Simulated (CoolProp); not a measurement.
The fluid at 420.37 K and 19.4 MPa is throttled through a valve to 9.53 MPa with no heat exchange. The same conditions are run with several fluids, on thermodynamics alone (safety and materials aside).

Values from CoolProp's reference Helmholtz-energy equation of state of each fluid (chlorine: Thol 2021; cyclopropane: Polt 1992; propane: Lemmon 2009; R227EA: Lemmon 2016; R115: Lemmon 2016). The equations of Platzer and Polt are older, rougher fits.

Q: Rank chlorine, cyclopropane, propane, R227EA, R115 by temperature change (K), highest first.

A: R227EA (-5.3), cyclopropane (-8.7), chlorine (-8.9), R115 (-9.0), propane (-11.5)

```tsv
fluid	final phase	final density (kg/m³)
chlorine	liquid	956
cyclopropane	supercritical	403
propane	supercritical	300
R227EA	supercritical	927
R115	supercritical	795
```
